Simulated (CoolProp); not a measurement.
The fluid at 298.15 K and 0.119 MPa is compressed adiabatically to 0.514 MPa with isentropic efficiency 0.85. The same conditions are run with several fluids, on thermodynamics alone (safety and materials aside).

Model: reference Helmholtz-energy equation of state of each fluid (n-perfluorobutane: Gao 2022; isobutene: Lemmon 2005; C3F8 (R218): Lemmon 2006; R507A: Lemmon 2003; dry air: Lemmon 2000), in CoolProp. Blends and air are pseudo-pure fits.

```tsv
fluid	work (kJ/kg)	final temperature (K)	final density (kg/m³)
n-perfluorobutane	16.9	322.6	53.9
isobutene	…	…	10.9
C3F8 (R218)	22.6	…	38.3
R507A	44.9	…	18.3
dry air	183	478.7	3.73
```

Question: Some entries are withheld; supply them.

Answer: 
- isobutene, work (kJ/kg): 77.0
- isobutene, final temperature (K): 349.7
- C3F8 (R218), final temperature (K): 329.6
- R507A, final temperature (K): 351.4
